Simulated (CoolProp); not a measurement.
Methane at 298.15 K and 3.61 MPa flows at 25 m/s in a round tube of 6 mm bore and 0.25 µm roughness, fully developed (64/Re and Nu = 3.66 if laminar; Colebrook and Gnielinski if turbulent). Each further row changes one setting.

The numbers come from the reference Helmholtz-energy equation of state, Setzmann 1991 in CoolProp.

| case | Reynolds number | Darcy friction factor | pressure drop (Pa/m) | heat-transfer coefficient (W/(m² K)) | mass flow (kg/h) |
|---|---|---|---|---|---|
| as stated | 316000 | 0.0148 | 19100 | ___ | ___ |
| velocity 50 m/s | 633000 | 0.0133 | 68800 | 5490 | 127 |
| diameter 12 mm | 633000 | ___ | 8390 | 2680 | 253 |

**Question.** Complete the blanks.

**Answer.** 
- as stated, heat-transfer coefficient (W/(m² K)): 3060
- as stated, mass flow (kg/h): 63.3
- diameter 12 mm, Darcy friction factor: 0.0130

Viscosity comes from a separate model (Quiñones-Cisneros 2006). Thermal conductivity comes from a separate model (Friend 1989).
